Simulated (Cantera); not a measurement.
**Thermodynamics of halide evaporation, hydrolysis and transport, feed FeCl₂ + HCl + N₂**

Charge: 1 mol FeCl₂, 0.41 mol HCl, 0.25 mol N₂, at 0.260 bar.

Equilibrium computed with Cantera from the NASA thermochemical tables; the gas is ideal and each condensed phase is pure. Candidate condensed phases: Fe, FeCl₂, FeCl₃, NH₄Cl; 18 gas species. Rates play no part.

```tsv
T (K)	log p HCl	log p FeCl₂	log p N₂	log p Fe₂Cl₄	log p Cl	n FeCl₂(s)	n FeCl₂(l)
623	-0.79	-7.59	-1.01	-9.55	<-12	1.00	0
823	-0.79	-3.68	-1.01	-4.69	-9.45	0.999	0
1023	-0.86	-1.53	-1.07	-2.17	-7.44	0	0.871
1223	-1.18	-0.85	-1.39	-1.99	-6.00	0	0
1423	-1.19	-0.81	-1.40	-2.77	-4.67	0	0
1623	-1.20	-0.81	-1.41	-3.39	-3.71	0	0
1823	-1.20	-0.81	-1.41	-3.87	-3.06	0	0
2023	-1.21	-0.81	-1.41	-4.26	-2.61	0	0
2223	-1.23	-0.81	-1.41	-4.59	-2.25	0	0
```
log p: log10 of the partial pressure in bar; n: condensed amount in mol.

From 623 K to 823 K the condensed part is FeCl₂(s). At 1023 K the condensed part is FeCl₂(l). From 1223 K to 2223 K nothing is condensed. The main Fe-bearing gas is FeCl₃ at 623 K and FeCl₂ at 2223 K.
